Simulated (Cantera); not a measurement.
A perfectly stirred reactor is fed with 29.6 % H2, 14.8 % O2, 55.6 % N2, at 0.370 bar; it is adiabatic with a 375 K inlet, and is followed from long to short residence time, starting on the burning branch (τ in s: 0.19, 0.061, 0.019, 0.0061, 0.0019, 0.00061, 0.00019, 6.1e-05, 1.9e-05, 6.1e-06).

Cantera simulation using the H2/O2 subset of GRI-Mech 3.0, which has no nitrogen chemistry; the numbers are that mechanism's predictions, not measurements.

Q: Predict: blow-out, bracketed by the residence times tried; x(H2) at τ = 0.190 s; x(O2) at τ = 0.190 s; x(H2O) at τ = 0.190 s; x(H) at τ = 0.190 s; x(HO2) at τ = 0.190 s; x(H2) at τ = 0.610 ms; x(O2) at τ = 0.610 ms; x(H2O) at τ = 0.610 ms; x(H) at τ = 0.610 ms; x(HO2) at τ = 0.610 ms.

A: 
```
Quantity                                                                      Result
------------------------------------------------  ----------------------------------
blow-out, bracketed by the residence times tried  burning at 61.0 µs, out at 19.0 µs
x(H2) at τ = 0.190 s                                                          0.0210
x(O2) at τ = 0.190 s                                                         0.00821
x(H2O) at τ = 0.190 s                                                          0.313
x(H) at τ = 0.190 s                                                          0.00394
x(HO2) at τ = 0.190 s                                                        1.27e-6
x(H2) at τ = 0.610 ms                                                         0.0477
x(O2) at τ = 0.610 ms                                                         0.0260
x(H2O) at τ = 0.610 ms                                                         0.248
x(H) at τ = 0.610 ms                                                          0.0433
x(HO2) at τ = 0.610 ms                                                       6.50e-6
```
